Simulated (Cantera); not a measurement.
A Cantera script and its output.

```python
import numpy as np
import cantera as ct

surf = ct.Interface("ptcombust.yaml", "Pt_surf")
gas = surf.adjacent["gas"]
gas.TPX = 723, 100000, {'CO': 0.0025, 'O2': 0.029, 'N2': 0.79, 'H2O': 0.0053}
surf.TP = 723, 100000
reactor = ct.FlowReactor(gas, clone=False)
reactor.area = 0.0001  # m2
reactor.surface_area_to_volume_ratio = 150  # 1/m
reactor.mass_flow_rate = 0.062 * reactor.area * gas.density  # inlet velocity 0.062 m/s
reactor.energy_enabled = False
wall = ct.ReactorSurface(surf, reactor, clone=False)
net = ct.ReactorNet([reactor])
net.rtol, net.atol = 1e-8, 1e-16
show, cover = ['CO', 'O2', 'H2O', 'CO2'], ['PT(S)', 'H(S)', 'O(S)', 'OH(S)', 'CO(S)', 'C(S)']

rows = []
print(f"{'z/m':>9s}{'u/(m/s)':>9s}" + "".join(f"{s:>13s}" for s in show + cover))
for z in [0.00028, 0.00061, 0.0013, 0.0028, 0.0061, 0.013, 0.028]:
    net.advance(z)
    rows.append([reactor.speed, *gas[show].X, *surf[cover].coverages])
    print(f"{z:9.4g}{rows[-1][0]:9.3g}" + "".join(f"{x:13.4e}" for x in rows[-1][1:]))
```

Result:

```
      z/m  u/(m/s)           CO           O2          H2O          CO2        PT(S)         H(S)         O(S)        OH(S)        CO(S)         C(S)
  0.00028   0.0619   1.4092e-03   3.4295e-02   6.4154e-03   1.6169e-03   3.2208e-02   1.9960e-09   9.6432e-01   2.3661e-03   1.1047e-03   1.7482e-17
  0.00061   0.0619   1.1380e-03   3.4164e-02   6.4163e-03   1.8886e-03   2.7490e-02   1.5697e-09   9.6967e-01   2.1921e-03   6.4638e-04   8.6828e-18
   0.0013   0.0619   8.1523e-04   3.4008e-02   6.4173e-03   2.2118e-03   2.3984e-02   1.2768e-09   9.7361e-01   2.0519e-03   3.5112e-04   4.0985e-18
   0.0028   0.0619   4.6331e-04   3.3838e-02   6.4185e-03   2.5643e-03   2.1412e-02   1.0755e-09   9.7649e-01   1.9418e-03   1.5858e-04   1.6477e-18
   0.0061   0.0619   1.6575e-04   3.3694e-02   6.4194e-03   2.8623e-03   1.9803e-02   9.5573e-10   9.7828e-01   1.8693e-03   4.8439e-05   4.6460e-19
    0.013   0.0619   2.3949e-05   3.3626e-02   6.4199e-03   3.0043e-03   1.9158e-02   9.0917e-10   9.7899e-01   1.8393e-03   6.5464e-06   6.0702e-20
    0.028   0.0619   4.0540e-07   3.3614e-02   6.4200e-03   3.0279e-03   1.9058e-02   9.0196e-10   9.7911e-01   1.8346e-03   1.0964e-07   1.0112e-21
```

Cantera simulation using Deutschmann's 1995 Pt surface mechanism with GRI-Mech 3.0 gas chemistry; the numbers are that mechanism's predictions, not measurements. Catalytic surfaces can have several steady states; this one follows from the mechanism file's or the stated starting coverage. Mass transfer to the wall is taken as infinitely fast.
